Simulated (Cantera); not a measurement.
A closed system holds: 1 mol Cr, 0.37 mol N2O, equilibrated at 2623.15 K and 0.0100 bar.

Method: chemical equilibrium by Gibbs-energy minimisation in Cantera with the NASA 1993 tables (ideal gas, pure condensed phases). Rates play no part.

```tsv
species	before	after
Cr	0.492	0.745
N2	0.266	0.130
CrO	0.205	0.116
CrO2	0.0235	0.00491
O	0.0100	0.00372
CrO3	1.10e-5	8.55e-7
O2	0.00150	0.000207
NO	0.00139	0.000360
```
Gas species are given as mole fractions.

Problem. Name the change that produced these shifts.
A. N2O from 0.37 to 0.15 mol
B. pressure from 0.0100 bar to 0.0170 bar
C. temperature from 2623.15 K to 2498.15 K
D. N2O from 0.37 to 2.8 mol

Solution. A, N2O from 0.37 to 0.15 mol
